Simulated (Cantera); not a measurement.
Input (Python, Cantera) and output of one run.

```python
import numpy as np
import cantera as ct

gas_names = """
    H HO2 H2 H2O H2O2 O OH O2 O3 Si SiH SiH2 SiH3 SiH4 SiO SiO2 Si2 Si3
""".split()
cond_names = """
    H2O(s) H2O(L) Si(cr) Si(L) SiO2(Lqz) SiO2(hqz) SiO2(L)
""".split()


def load(file, names, dense=False):
    # The tables refer to 1 bar. Condensed volumes are neglected.
    table = {s.name: s for s in ct.Species.list_from_file(file)}
    out = []
    for n in names:
        d = dict(table[n].input_data)
        d["thermo"] = dict(d["thermo"], **{"reference-pressure": 1e5})
        if dense:
            d["equation-of-state"] = {"model": "constant-volume", "density": "1e6 g/cm^3"}
        out.append(ct.Species.from_dict(d))
    return out


gas = ct.Solution(thermo="ideal-gas", species=load("nasa_gas.yaml", gas_names))
cond = {s.name: ct.Solution(thermo="fixed-stoichiometry", species=[s], name=s.name)
        for s in load("nasa_condensed.yaml", cond_names, dense=True)}
atoms = {
    'SiH4': {'Si': 1, 'H': 4},
    'O2': {'O': 2},
    'H2': {'H': 2},
}
top_T = {}  # K; cautious upper limits of use, not melting points


def equilibrate(T, P, feed):
    n = {}
    for name, mol in feed.items():
        for a, k in atoms[name].items():
            n[a] = n.get(a, 0.0) + k * mol
    gas.TPX = T, P, n
    mass = sum(n.values()) * gas.mean_molecular_weight
    gas.equilibrate("TP")
    valid = [c for c in cond.values() if c.min_temp <= T <= top_T.get(c.name, c.max_temp)]
    mix = ct.Mixture([(gas, mass / gas.mean_molecular_weight)] + [(c, 0.0) for c in valid])
    mix.T, mix.P = T, P
    mix.equilibrate("TP", solver="vcs", rtol=1e-11, max_steps=5000)
    return mix


results = []
feed = {'SiH4': 1, 'O2': 0.41, 'H2': 1.3}  # mol
T = 1150  # K
P = 52000  # Pa
mix = equilibrate(T, P, feed)
results.append((T, P, feed, dict(zip(mix.species_names, mix.species_moles))))
x = sorted(zip(gas.X, gas.species_names), reverse=True)
print(f"T = {T:g} K  P = {P:g} Pa  gas = {mix.phase_moles(0):.4g} mol")
print("   x: " + "  ".join(f"{s} {v:.3e}" for v, s in x if v > 0.0001))
print("   condensed (mol): " + ("  ".join(f"{mix.phase(i).name} {mix.phase_moles(i):.4g}"
      for i in range(1, mix.n_phases) if mix.phase_moles(i) > 1e-12) or "none"))
```

It prints:

```
T = 1150 K  P = 52000 Pa  gas = 3.3 mol
   x: H2 1.000e+00
   condensed (mol): Si(cr) 0.59  SiO2(hqz) 0.41
```

Method: chemical equilibrium by Gibbs-energy minimisation in Cantera with the NASA 1993 tables (ideal gas, pure condensed phases). Mutual solubility and eutectic melting of coexisting phases are not modelled. The tables hold silica as quartz up to 1696 K and as liquid above; real silica turns to tridymite and cristobalite and melts near 1996 K.
